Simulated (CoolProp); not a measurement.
The numbers come from the reference Helmholtz-energy equation of state, Lemmon 2022 in CoolProp.

**Question.** For R1234yf, give the phase and the cp (kJ/(kg K)), speed of sound (m/s), expansivity (1/kK) at 172.7 K and 2790 kPa.

**Answer.** 
- 172.7 K and 2790 kPa: liquid; cp 1.10, speed of sound 1030, expansivity 1.70
